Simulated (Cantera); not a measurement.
An isothermal, constant-pressure homogeneous reactor starts with H₂ : O₂ : N₂ = 0.24 : 1 : 0.66 (molar parts), equivalence ratio 0.12, at 1373 K and 1.80 Torr. Integrator tolerance rtol = 1e-08.

Computed with Cantera and GRI-Mech 3.0 (53 species, 325 reactions). Radical loss at walls, strong at low pressure, is not modelled. The temperature is held fixed by assumption; the heat of reaction is taken as removed at once.

Task: What does this change do: H2 0.24 to 0.63 parts?

Result: 
| quantity | before | after |
|---|---|---|
| x(H₂) at 1.00 s | 0.00332 (gas-phase equilibrium 1.17e-6) | 0.00912 (gas-phase equilibrium 3.30e-6) |
| x(O₂) at 1.00 s | 0.470 (gas-phase equilibrium 0.494) | 0.331 (gas-phase equilibrium 0.346) |
| x(N₂O) at 1.00 s | 7.06e-10 (gas-phase equilibrium 1.41e-9) | 5.28e-10 (gas-phase equilibrium 1.07e-9) |
| x(H) at 1.00 s | 0.0125 (gas-phase equilibrium 7.39e-8) | 0.0198 (gas-phase equilibrium 1.24e-7) |
| x(O) at 1.00 s | 0.0275 (gas-phase equilibrium 8.90e-6) | 0.0221 (gas-phase equilibrium 7.45e-6) |
